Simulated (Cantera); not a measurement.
# Ignition delay

Mixture: 3.27 % CH₄, 14.9 % O₂, 81.8 % N₂, equivalence ratio 0.44, at 100000 Pa, adiabatic and at constant pressure. Ignition delay is the time to a rise of 400 K.

Detailed kinetics in Cantera: GRI-Mech 3.0 (53 species, 325 reactions).

| T0 (K) | delay (ms) |
|---|---|
| 1300 | 10.9 |
| 1375 | 4.38 |
| 1450 | 1.96 |
| 1525 | 0.978 |
| 1600 | 0.545 |
| 1675 | 0.338 |

| Item | Value |
|---|---|
| apparent activation energy between 1525 and 1675 K | 150 kJ/mol |
